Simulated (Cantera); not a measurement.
A perfectly stirred reactor is fed with CH₄ : CO₂ : H₂ = 1 : 0.35 : 0.86 (molar parts), at 263 Torr; it is held at 1850 K, and followed from long to short residence time.

Cantera simulation using GRI-Mech 3.0 (53 species, 325 reactions); the numbers are that mechanism's predictions, not measurements. GRI-Mech 3.0 stops at C3 and has no aromatics, soot or wall deposition, so with more carbon than oxygen in the feed, carbon stays in small species such as C2H2 where larger ones or solid carbon would form.

Problem. What does this change do: pressure from 263 Torr to 16500 Torr?

Solution. 
| quantity | before | after |
|---|---|---|
| x(CH₄) at τ = 1.40 s | 0.0121 | 0.0947 |
| x(CO₂) at τ = 1.40 s | 0.00127 | 0.000359 |
| x(H₂) at τ = 1.40 s | 0.690 | 0.631 |
| x(CH₂CO) at τ = 1.40 s | 4.70e-6 | 6.21e-6 |
| x(H₂O) at τ = 1.40 s | 0.0147 | 0.00377 |
| x(CH₄) at τ = 52.0 ms | 0.0565 | 0.106 |
| x(CO₂) at τ = 52.0 ms | 0.0132 | 0.00452 |
| x(H₂) at τ = 52.0 ms | 0.609 | 0.590 |
| x(CH₂CO) at τ = 52.0 ms | 2.98e-5 | 1.21e-5 |
| x(H₂O) at τ = 52.0 ms | 0.0762 | 0.0449 |
The pressure lies above the range GRI-Mech 3.0 was tuned for (to about 10 atm).

Problem. What does this change do: CO2 0.35 to 1.2 parts?

Solution. 
```tsv
quantity	before	after
x(CH₄) at τ = 1.40 s	0.0121	0.00868
x(CO₂) at τ = 1.40 s	0.00127	0.0166
x(H₂) at τ = 1.40 s	0.690	0.482
x(CH₂CO) at τ = 1.40 s	4.70e-6	7.89e-6
x(H₂O) at τ = 1.40 s	0.0147	0.0778
x(CH₄) at τ = 52.0 ms	0.0565	0.0376
x(CO₂) at τ = 52.0 ms	0.0132	0.0621
x(H₂) at τ = 52.0 ms	0.609	0.364
x(CH₂CO) at τ = 52.0 ms	2.98e-5	6.21e-5
x(H₂O) at τ = 52.0 ms	0.0762	0.177
```

Problem. What does this change do: temperature 1850 to 2075 K?

Solution. 
```
quantity                  before     after
-----------------------  -------  --------
x(CH₄) at τ = 1.40 s      0.0121   0.00254
x(CO₂) at τ = 1.40 s     0.00127  0.000107
x(H₂) at τ = 1.40 s        0.690     0.706
x(CH₂CO) at τ = 1.40 s   4.70e-6   1.05e-6
x(H₂O) at τ = 1.40 s      0.0147   0.00135
x(CH₄) at τ = 52.0 ms     0.0565    0.0129
x(CO₂) at τ = 52.0 ms     0.0132   0.00219
x(H₂) at τ = 52.0 ms       0.609     0.679
x(CH₂CO) at τ = 52.0 ms  2.98e-5   1.52e-5
x(H₂O) at τ = 52.0 ms     0.0762    0.0243
```
